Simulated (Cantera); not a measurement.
What does this Cantera script print?

```python
import numpy as np
import cantera as ct

gas_names = """
    CL CLO CL2 Fe FeCL FeCL2 FeCL3 FeO Fe(OH)2 Fe2CL4 Fe2CL6 H HCL HNO HNO2 HNO3 HOCL HO2 H2 H2O H2O2 N
    NH NH2 NH3 NH2OH NO NO2 NO3 N2 N2H2 N2H4 N2O O OH O2 O3
""".split()
cond_names = """
    Fe(a) Fe(c) Fe(d) Fe(L) FeCL2(s) FeCL2(L) FeCL3(s) FeCL3(L) FeO(s) FeO(L) Fe(OH)2(s) Fe(OH)3(s)
    Fe2O3(s) Fe3O4(s) H2O(s) H2O(L) NH4CL(a) NH4CL(b)
""".split()


def load(file, names, dense=False):
    # The tables refer to 1 bar. Condensed volumes are neglected.
    table = {s.name: s for s in ct.Species.list_from_file(file)}
    out = []
    for n in names:
        d = dict(table[n].input_data)
        d["thermo"] = dict(d["thermo"], **{"reference-pressure": 1e5})
        if dense:
            d["equation-of-state"] = {"model": "constant-volume", "density": "1e6 g/cm^3"}
        out.append(ct.Species.from_dict(d))
    return out


gas = ct.Solution(thermo="ideal-gas", species=load("nasa_gas.yaml", gas_names))
cond = {s.name: ct.Solution(thermo="fixed-stoichiometry", species=[s], name=s.name)
        for s in load("nasa_condensed.yaml", cond_names, dense=True)}
atoms = {
    'Fe2O3': {'Fe': 2, 'O': 3},
    'Cl2': {'CL': 2},
    'N2': {'N': 2},
    'H2O': {'H': 2, 'O': 1},
}
top_T = {'Fe2O3(s)': 1830, 'Fe3O4(s)': 1870}  # K; cautious upper limits of use, not melting points


def equilibrate(T, P, feed):
    n = {}
    for name, mol in feed.items():
        for a, k in atoms[name].items():
            n[a] = n.get(a, 0.0) + k * mol
    gas.TPX = T, P, n
    mass = sum(n.values()) * gas.mean_molecular_weight
    gas.equilibrate("TP")
    valid = [c for c in cond.values() if c.min_temp <= T <= top_T.get(c.name, c.max_temp)]
    mix = ct.Mixture([(gas, mass / gas.mean_molecular_weight)] + [(c, 0.0) for c in valid])
    mix.T, mix.P = T, P
    mix.equilibrate("TP", solver="vcs", rtol=1e-11, max_steps=5000)
    return mix


results = []
feed = {'Fe2O3': 1, 'Cl2': 1, 'N2': 0.18, 'H2O': 0.26}  # mol
P = 3000  # Pa
for T in [950, 1050, 1150, 1250, 1350, 1450, 1550, 1650]:
    mix = equilibrate(T, P, feed)
    results.append((T, P, feed, dict(zip(mix.species_names, mix.species_moles))))

top = {s: max(r[3][s] / sum(r[3][g] for g in gas_names) for r in results) for s in gas_names}
cols = sorted((s for s in top if top[s] > 1e-05), key=lambda s: -top[s])[:7]
seen = [c for c in cond_names if any(r[3].get(c, 0) > 1e-12 for r in results)]
print("log10 of partial pressures in bar; condensed amounts in mol")
print(f"{'T/K':>10s}" + "".join(f"{s[:9]:>10s}" for s in cols + seen))
for T, P, feed, n in results:
    ng = sum(n[g] for g in gas_names)
    print(f"{T:10.4g}" + "".join(f"{np.log10(max(n[s] / ng * P / 1e5, 1e-99)):10.3f}" for s in cols)
          + "".join(f"{n.get(c, 0):10.4g}" for c in seen))
```

It prints:

```
log10 of partial pressures in bar; condensed amounts in mol
       T/K       CL2        O2       HCL     FeCL2        N2     FeCL3        CL  Fe2O3(s)  Fe3O4(s)
       950    -1.854    -2.592    -2.017    -5.513    -2.463    -3.688    -4.679    0.9945         0
      1050    -1.896    -2.506    -2.015    -4.280    -2.467    -3.054    -4.049    0.9753         0
      1150    -1.995    -2.373    -2.023    -3.382    -2.477    -2.683    -3.559    0.9328         0
      1250    -2.175    -2.240    -2.045    -2.749    -2.499    -2.540    -3.195    0.8675         0
      1350    -2.466    -2.139    -2.083    -2.343    -2.535    -2.622    -2.953    0.7865         0
      1450    -2.877    -2.082    -2.125    -2.136    -2.570    -2.913    -2.823     0.715         0
      1550    -3.322    -2.012    -2.181    -2.083    -2.612    -3.339    -2.753         0     0.453
      1650    -3.712    -2.011    -2.209    -2.055    -2.620    -3.731    -2.690         0    0.4427
```

Method: chemical equilibrium by Gibbs-energy minimisation in Cantera with the NASA 1993 tables (ideal gas, pure condensed phases).
